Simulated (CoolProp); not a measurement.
Ethylbenzene along the isotherm 620 K: Z from the reference equation and from simpler models built on Tc = 617.1 K, pc = 3622 kPa, ω = 0.304; each cubic takes its own stable root.

Model: reference Helmholtz-energy equation of state, Zhou 2012, in CoolProp.

```json
[
 {"p (kPa)": "2790", "phase": "gas", "reference": "0.6478"},
 {"p (kPa)": "5570", "phase": "supercritical", "reference": "0.2392"},
 {"p (kPa)": "8360", "phase": "supercritical", "reference": "0.3284"},
 {"p (kPa)": "11100", "phase": "supercritical", "reference": "0.4160"},
 {"p (kPa)": "13900", "phase": "supercritical", "reference": "0.5036"},
 {"p (kPa)": "16700", "phase": "supercritical", "reference": "0.5895"},
 {"p (kPa)": "19500", "phase": "supercritical", "reference": "0.6737"},
 {"p (kPa)": "22300", "phase": "supercritical", "reference": "0.7566"},
 {"p (kPa)": "25100", "phase": "supercritical", "reference": "0.8382"},
 {"p (kPa)": "27900", "phase": "supercritical", "reference": "0.9187"},
 {"p (kPa)": "30700", "phase": "supercritical", "reference": "0.9982"},
 {"p (kPa)": "33400", "phase": "supercritical", "reference": "1.074"},
 {"p (kPa)": "36200", "phase": "supercritical", "reference": "1.152"}
]
```

### Question
How far does each simpler model (van der Waals, Redlich-Kwong, Soave-Redlich-Kwong, Peng-Robinson) lie from the reference over these 13 states: mean and median of the absolute difference, and the worst?

### Answer
- van der Waals: mean 40.6 %, median 42.2 %, worst +48.9 % at 620 K and 5570 kPa
- Redlich-Kwong: mean 11.8 %, median 10.5 %, worst +23.7 % at 620 K and 5570 kPa
- Soave-Redlich-Kwong: mean 12.0 %, median 10.6 %, worst +24.2 % at 620 K and 5570 kPa
- Peng-Robinson: mean 2.9 %, median 2.1 %, worst +12.1 % at 620 K and 5570 kPa
